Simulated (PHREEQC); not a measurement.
Solution (35 °C): 5.3 mmol/kgw HF, 16 mmol/kgw (NH4)2SiF6, 3.5 mmol/kgw H3PO4 and 0.027 mmol/kgw H2SO4. Closed to the air; pH follows from the charge balance.

Equilibrium calculation in PHREEQC: ion-association model, phreeqc.dat.

The ionic strength comes out as 0.0513 mol/kgw. What activity coefficients do F-, NH4SO4-, H2PO4-, H+, SO4-2 get?

F- 0.81, NH4SO4- 0.82, H2PO4- 0.82, H+ 0.85, SO4-2 0.45.

Precipitation was switched off in this run. Saturation is exceeded, for instance for Quartz (slow to form); the values hold only as long as no solid forms. Species that the database lacks are ignored. SiF6-2 is the database's only silicon fluoride.
